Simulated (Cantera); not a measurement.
A perfectly stirred reactor is fed with CH₄ : H₂ = 1 : 1.6 (molar parts), at 0.000130 bar; it is held at 1575 K, and followed from long to short residence time.

Detailed kinetics in Cantera: GRI-Mech 3.0 (53 species, 325 reactions). GRI-Mech 3.0 stops at C3 and has no aromatics, soot or wall deposition, so with more carbon than oxygen in the feed, carbon stays in small species such as C2H2 where larger ones or solid carbon would form. Radical loss at walls, strong at low pressure, is not modelled.

Task: What does this change do: temperature 1575 to 1375 K?

Result: 
| quantity | before | after |
|---|---|---|
| x(CH₄) at τ = 12.0 s | 0.280 | 0.385 |
| x(H₂) at τ = 12.0 s | 0.680 | 0.615 |
| x(C₂H₄) at τ = 12.0 s | 0.00430 | 1.04e-5 |
| x(CH₂) at τ = 12.0 s | 7.82e-7 | 2.81e-10 |
| x(H) at τ = 12.0 s | 0.000349 | 4.52e-6 |
| x(CH₄) at τ = 0.230 s | 0.385 | 0.385 |
| x(H₂) at τ = 0.230 s | 0.615 | 0.615 |
| x(C₂H₄) at τ = 0.230 s | 4.66e-7 | 7.16e-11 |
| x(CH₂) at τ = 0.230 s | 5.57e-10 | <1e-12 |
| x(H) at τ = 0.230 s | 5.64e-6 | 8.72e-8 |

Task: What does this change do: temperature 1575 to 1300 K?

Result: 
```tsv
quantity	before	after
x(CH₄) at τ = 12.0 s	0.280	0.385
x(H₂) at τ = 12.0 s	0.680	0.615
x(C₂H₄) at τ = 12.0 s	0.00430	1.75e-7
x(CH₂) at τ = 12.0 s	7.82e-7	4.91e-12
x(H) at τ = 12.0 s	0.000349	6.37e-7
x(CH₄) at τ = 0.230 s	0.385	0.385
x(H₂) at τ = 0.230 s	0.615	0.615
x(C₂H₄) at τ = 0.230 s	4.66e-7	1.19e-12
x(CH₂) at τ = 0.230 s	5.57e-10	<1e-12
x(H) at τ = 0.230 s	5.64e-6	1.27e-8
```
